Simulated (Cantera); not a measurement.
Charge: 1 mol Si, 5.3 mol H2O, 84 mol CO, at 21000 Pa.

Cantera equilibrium calculation (NASA polynomials, part measured and part estimated; ideal gas, pure solids and liquids). Candidate condensed phases: C, C6H6, C7H8, C8H18, H2O, Si, SiC, SiO2; 123 gas species. Kinetics and transport are ignored.

Problem. Which condensed phases are stable at each of these points (T (K)): 625, 675, 725, 775, 825, 875, 925, 975, 1025?

Solution. 
```csv
T (K),condensed phases,Si condensed (%)
625,C(graphite) + SiO2(α-quartz),100.0
675,C(graphite) + SiO2(α-quartz),100.0
725,C(graphite) + SiO2(α-quartz),100.0
775,C(graphite) + SiO2(α-quartz),100.0
825,C(graphite) + SiO2(α-quartz),100.0
875,C(graphite) + SiO2(β-quartz),100.0
925,C(graphite) + SiO2(β-quartz),100.0
975,C(graphite) + SiO2(β-quartz),100.0
1025,C(graphite) + SiO2(β-quartz),100.0
```

From 625 K to 825 K the condensed part is C(graphite) + SiO2(α-quartz). From 875 K to 1025 K the condensed part is C(graphite) + SiO2(β-quartz).
